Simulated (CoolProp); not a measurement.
Vapour pressure (MPa) of n-perfluoropentane: the reference equation beside estimates from Tc = 147.9 °C, pc = 2.063 MPa, ω = 0.436. Clausius-Clapeyron is anchored at 19.55 °C with a constant enthalpy of vaporisation of 26.93 kJ/mol.

Model: reference Helmholtz-energy equation of state, Gao 2022, in CoolProp.

```csv
T (°C),reference,Lee-Kesler,Clausius-Clapeyron,Redlich-Kwong,Soave-Redlich-Kwong
-32.85,0.004903,0.004824,0.006257,0.02451,0.004879
-15.35,0.01382,0.01367,(withheld),0.05215,0.01374
2.15,0.03317,0.03301,0.03471,0.09876,0.03304
19.55,0.06985,0.06984,0.06985,0.1703,0.06979
37.05,0.1335,0.1339,0.1304,(withheld),0.1339
54.45,0.2342,0.2353,0.2270,0.4152,0.2361
71.95,0.3857,0.3877,0.3748,(withheld),0.3909
89.45,0.6021,0.6051,0.5895,0.8387,0.6130
106.85,0.8981,0.9024,0.8873,1.130,0.9167
124.35,1.298,1.305,1.291,(withheld),1.323
```

Q: Fill in the missing entries.

A: 
- -15.35, Clausius-Clapeyron: 0.01562
- 37.05, Redlich-Kwong: 0.2740
- 71.95, Redlich-Kwong: 0.6017
- 124.35, Redlich-Kwong: 1.483

Absolute difference from the reference over all 10 rows, mean and median: Lee-Kesler 0.6 and 0.5 %, Clausius-Clapeyron 5.7 and 2.6 %, Redlich-Kwong 133.7 and 91.3 %, Soave-Redlich-Kwong 1.0 and 0.7 %.
